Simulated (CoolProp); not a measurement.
Vapour-liquid equilibrium of n-heptane (1) + n-dodecane (2) at 0.1 MPa; x and y are mole fractions of (1).

Computed with CoolProp (multi-fluid Helmholtz-energy mixture model, Span 2003 and Lemmon 2004; pair parameters Bell 2016).

| x | bubble temperature, mixture model (°C) | bubble temperature, Raoult's law (°C) | y, mixture model | y, Raoult's law |
|---|---|---|---|---|
| 0.05 | 199.1 | 194.4 | 0.356 | 0.445 |
| 0.125 | (withheld) | 171.8 | (withheld) | 0.731 |
| 0.2 | 160.7 | 156.1 | 0.815 | 0.850 |
| 0.275 | 147.7 | 144.5 | 0.891 | 0.909 |
| 0.35 | (withheld) | 135.5 | 0.931 | 0.941 |
| 0.425 | 129.5 | 128.3 | 0.955 | 0.961 |
| 0.5 | (withheld) | 122.3 | (withheld) | 0.973 |
| 0.575 | (withheld) | 117.2 | 0.979 | 0.981 |
| 0.65 | 113.0 | 112.8 | 0.986 | 0.987 |
| 0.725 | 109.1 | 108.9 | 0.990 | 0.992 |
| 0.8 | (withheld) | 105.5 | 0.994 | 0.995 |
| 0.875 | 102.6 | 102.4 | 0.997 | 0.997 |
| 0.95 | 99.7 | 99.7 | 0.999 | 0.999 |

Task: What belongs in the gaps?

Result: 
- 0.125, bubble temperature, mixture model (°C): 177.6
- 0.125, y, mixture model: 0.665
- 0.35, bubble temperature, mixture model (°C): 137.5
- 0.5, bubble temperature, mixture model (°C): 123.0
- 0.5, y, mixture model: 0.970
- 0.575, bubble temperature, mixture model (°C): 117.6
- 0.8, bubble temperature, mixture model (°C): 105.7

The largest gap from Raoult's law is +5.8 K in bubble temperature, at x = 0.125. No azeotrope shows between x = 0.05 and 0.95.

The pair parameters rest on a limited set of measurements; away from them the model extrapolates.
